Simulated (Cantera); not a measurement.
Feed: 1 mol SiH2Cl2, 0.58 mol Cl2, 3.4 mol H2, equilibrated at 1023 K and 880 Pa.

Cantera's Mixture.equilibrate('TP', solver="vcs", rtol=1e-11, max_steps=5000) on the NASA tables stopped like this:

```
ERROR: FAILURE its = 5001!

*******************************************************************************
CanteraError thrown by MultiPhase::equilibrate:
VCS solver failed. Return code: -1
*******************************************************************************
```

What got this run through?

Several could match; the one computed here: The failure is numerical, not chemical. The same input converged with solver="gibbs", rtol=1e-10, max_steps=50000, and the result passed a check of the equilibrium conditions:
```
       temperature   1023 K
          pressure   880 Pa
           density   0.0028149 kg/m^3
  mean mol. weight   27.207 kg/kmol
   phase of matter   gas

                          1 kg             1 kmol
                     ---------------   ---------------
          enthalpy       -2.4447e+06       -6.6513e+07  J
   internal energy       -2.7573e+06       -7.5018e+07  J
           entropy            9403.4        2.5584e+05  J/K
    Gibbs function       -1.2064e+07       -3.2824e+08  J
 heat capacity c_p              1510             41083  J/K
 heat capacity c_v            1204.4             32769  J/K

                      mass frac. Y      mole frac. X     chem. pot. / RT
                     ---------------   ---------------   ---------------
               HCL          0.060184          0.044913           -43.024
                H2           0.05983           0.80744           -22.509
             SiCL2          0.016158         0.0044412            -67.25
             SiCL3          0.024788         0.0050167           -99.019
             SiCL4           0.74726           0.11967           -130.79
            SiHCL3          0.090638          0.018207           -110.27
     [  +13 minor]         0.0011417        0.00030804

Si(cr)            2.25976e-01 mol
```

The gas is ideal and each condensed phase is pure. The tables' values for SiCl3 are old estimates; treat these amounts as uncertain.
